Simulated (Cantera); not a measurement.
A Cantera script and its output.

```python
import numpy as np
import cantera as ct

gas = ct.Solution("gri30.yaml")
gas.TPX = 1850, 1000000, {'CH4': 1, 'H2O': 0.37}
reactor = ct.IdealGasConstPressureReactor(gas, energy="off", clone=False)
net = ct.ReactorNet([reactor])
net.rtol, net.atol = 1e-08, 1e-18
show = ['CH4', 'H2O', 'CO2', 'CH2CO', 'HO2', 'CH2', 'OH']
times = np.geomspace(0.0001, 2, 13)

steps = ct.SolutionArray(gas, extra=["t"])
rows = []
print(f"{'t/s':>10s}{'T/K':>9s}{'P/Pa':>11s}" + "".join(f"{s:>11s}" for s in show))
for t in times:
    while net.time < t:
        t_next = net.step()
        steps.append(gas.state, t=t_next)
    rows.append([np.interp(t, steps.t, y) for y in (steps.T, steps.P, *steps(*show).X.T)])
    print(f"{t:10.3e}{rows[-1][0]:9.1f}{rows[-1][1]:11.4g}" + "".join(f"{x:11.3e}" for x in rows[-1][2:]))
rate = np.gradient(steps.T, steps.t)
print("integrator steps:", len(steps.t))
if steps.T.max() > steps.T[0] + 200:
    print(f"time of steepest temperature rise: {steps.t[rate.argmax()]:.4e} s")
gas.TPX = 1850, 1000000, {'CH4': 1, 'H2O': 0.37}
gas.equilibrate("TP")
print(f"equilibrium (TP): T = {gas.T:.1f} K  " + "  ".join(f"{s} {gas[s].X[0]:.3e}" for s in show))
```

It prints:

```
       t/s      T/K       P/Pa        CH4        H2O        CO2      CH2CO        HO2        CH2         OH
 1.000e-04   1850.0      1e+06  4.585e-01  2.323e-01  5.138e-06  2.649e-05  3.081e-13  6.014e-07  4.160e-06
 2.283e-04   1850.0      1e+06  3.274e-01  2.083e-01  2.207e-05  4.527e-05  2.279e-13  4.375e-07  3.512e-06
 5.210e-04   1850.0      1e+06  2.135e-01  1.873e-01  8.553e-05  5.237e-05  1.829e-13  3.332e-07  3.076e-06
 1.189e-03   1850.0      1e+06  1.309e-01  1.690e-01  2.963e-04  5.311e-05  1.584e-13  2.667e-07  2.775e-06
 2.714e-03   1850.0      1e+06  8.792e-02  1.509e-01  8.253e-04  4.902e-05  1.353e-13  2.245e-07  2.500e-06
 6.196e-03   1850.0      1e+06  7.687e-02  1.272e-01  1.671e-03  3.943e-05  9.659e-14  1.890e-07  2.088e-06
 1.414e-02   1850.0      1e+06  7.493e-02  9.284e-02  2.288e-03  2.619e-05  4.988e-14  1.481e-07  1.489e-06
 3.228e-02   1850.0      1e+06  7.223e-02  5.282e-02  1.965e-03  1.382e-05  1.558e-14  1.079e-07  8.251e-07
 7.368e-02   1850.0      1e+06  6.901e-02  1.960e-02  9.199e-04  6.054e-06  2.086e-15  8.006e-08  2.998e-07
 1.682e-01   1850.0      1e+06  6.700e-02  3.023e-03  1.559e-04  3.022e-06  4.901e-17  6.802e-08  4.578e-08
 3.839e-01   1850.0      1e+06  6.661e-02  6.581e-05  3.443e-06  2.539e-06  2.385e-20  6.600e-08  9.953e-10
 8.762e-01   1850.0      1e+06  6.660e-02  1.050e-05  5.454e-07  2.531e-06  7.107e-22  6.596e-08  1.592e-10
 2.000e+00   1850.0      1e+06  6.660e-02  1.050e-05  5.451e-07  2.531e-06  7.099e-22  6.596e-08  1.591e-10
integrator steps: 1639
equilibrium (TP): T = 1850.0 K  CH4 6.660e-02  H2O 1.065e-05  CO2 5.531e-07  CH2CO 2.536e-06  HO2 7.297e-22  CH2 6.598e-08  OH 1.615e-10
```

Cantera simulation using GRI-Mech 3.0 (53 species, 325 reactions); the numbers are that mechanism's predictions, not measurements. GRI-Mech 3.0 stops at C3 and has no aromatics, soot or wall deposition, so with more carbon than oxygen in the feed, carbon stays in small species such as C2H2 where larger ones or solid carbon would form.
